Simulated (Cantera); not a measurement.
## Silicon oxide and oxynitride deposition: HMDSO + O3 + N2

A closed system holds: 1 mol HMDSO, 0.053 mol O3, 3 mol N2, held at 1.80 Torr.

Method: chemical equilibrium by Gibbs-energy minimisation in Cantera with the NASA 1993 tables (ideal gas, pure condensed phases). Candidate condensed phases: C, C6H6, C7H8, C8H18, H2O, Si, SiC, SiO2, Si2N2O, Si3N4; 151 gas species. The feed counts by its element totals alone. N2 is the only nitrogen source here; it is nearly inert below about 1500 K, so the nitride shown seldom forms there in practice. Mutual solubility and eutectic melting of coexisting phases are not modelled. The numbers say what is thermodynamically allowed, not how fast it happens.

```tsv
T (K)	x H2	x N2	x CO	x H	x HCN	n C(graphite)	n Si2N2O(s)	n SiC(s)
1048	0.806	0.179	0.0142	1.42e-7	4.11e-6	5.84	1.00	0
1098	0.806	0.179	0.0142	4.53e-7	8.23e-6	5.84	1.00	0
1148	0.806	0.179	0.0142	1.31e-6	1.55e-5	5.84	1.00	0
1198	0.806	0.179	0.0142	3.48e-6	2.77e-5	5.84	1.00	0
1248	0.806	0.179	0.0142	8.56e-6	4.72e-5	5.84	1.000	0
1298	0.806	0.179	0.0142	1.96e-5	7.72e-5	5.84	1.000	0
1348	0.806	0.179	0.0142	4.24e-5	0.000122	5.84	1.000	0
1398	0.750	0.202	0.0483	8.36e-5	0.000190	4.58	0.579	0.842
1448	0.684	0.228	0.0879	0.000156	0.000285	2.84	0	2.00
1498	0.683	0.228	0.0879	0.000290	0.000411	2.84	0	2.00
1548	0.683	0.228	0.0878	0.000520	0.000579	2.84	0	2.00
1598	0.683	0.227	0.0878	0.000898	0.000797	2.84	0	2.00
1648	0.682	0.227	0.0877	0.00150	0.00108	2.83	0	2.00
1698	0.681	0.227	0.0876	0.00244	0.00142	2.83	0	2.00
```
x: gas mole fraction; n: condensed amount in mol.

From 1048 K to 1348 K the condensed part is C(graphite) + Si2N2O(s). At 1398 K the condensed part is C(graphite) + SiC(s) + Si2N2O(s). From 1448 K to 1698 K the condensed part is C(graphite) + SiC(s).
